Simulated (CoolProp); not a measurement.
Vapour-liquid equilibrium of R134a (1) + methanol (2) at -38.65 °C; x and y are mole fractions of (1).

Model: multi-fluid Helmholtz-energy mixture model, Tillner-Roth 1994 and de Reuck 1993; pair parameters Bell 2016, in CoolProp.

Give the bubble pressure and the first vapour's composition at x = 0.35, 0.5, 0.95. Is there an azeotrope?

x = 0.35: 35.56 kPa, y = 0.994; x = 0.5: 38.24 kPa, y = 0.995; x = 0.95: 52.30 kPa, y = 0.999. No azeotrope shows between x = 0.05 and 0.95.

Pair parameters are fitted to limited data, so mixtures are less certain than the pure fluids. With so large a gap from Raoult's law the liquid may split in two, which this calculation doesn't test in full.
